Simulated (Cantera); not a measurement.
An adiabatic, constant-volume homogeneous reactor starts with 9.78 % CH4, 0.949 % C2H6, 0.636 % C3H8, 18.6 % O2, 70.0 % N2, equivalence ratio 1.4, at 1475 K and 2000000 Pa.

Model: GRI-Mech 3.0 (53 species, 325 reactions), integrated in Cantera. The pressure lies above the range GRI-Mech 3.0 was tuned for (to about 10 atm). Above 3000 K some thermodynamic fits are extrapolated.

**Question.** Predict: time of steepest temperature rise; temperature at 3.00 s; equilibrium temperature; x(NO) at 3.00 s.

**Answer.** 
```json
{
  "time_of_steepest_temperature_rise": "30.2 µs",
  "temperature at 3.00 s": "3167 K",
  "equilibrium_temperature": "3167 K",
  "x(NO) at 3.00 s": "0.00380 (gas-phase equilibrium 0.00380)"
}
```
